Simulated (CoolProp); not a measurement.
Vapour pressure (kPa) of R1336mzz(Z): the reference equation beside estimates from Tc = 171.3 °C, pc = 2904 kPa, ω = 0.386. Clausius-Clapeyron is anchored at 58.15 °C with a constant enthalpy of vaporisation of 24.99 kJ/mol.

Values from CoolProp's reference Helmholtz-energy equation of state, McLinden 2020.

```
T (°C)  reference  Clausius-Clapeyron  Redlich-Kwong  Soave-Redlich-Kwong  Peng-Robinson
------  ---------  ------------------  -------------  -------------------  -------------
46.85       161.5               167.9          320.3                161.9          161.4
58.15       231.3               231.3          422.0                232.6          231.0
69.45       322.3               312.0          544.6                325.2          322.0
80.65       437.3               411.9          688.7                442.5          437.2
91.95       582.5               535.7          858.9                590.9          583.2
103.25      761.6               685.9           1056                774.1          763.8
114.55      979.5               865.6           1281                996.9          984.0
125.85       1242                1078           1537                 1264           1249
```

Absolute difference from the reference over all 8 rows, mean and median: Clausius-Clapeyron 7.0 and 6.9 %, Redlich-Kwong 56.0 and 52.5 %, Soave-Redlich-Kwong 1.2 and 1.3 %, Peng-Robinson 0.2 and 0.1 %.
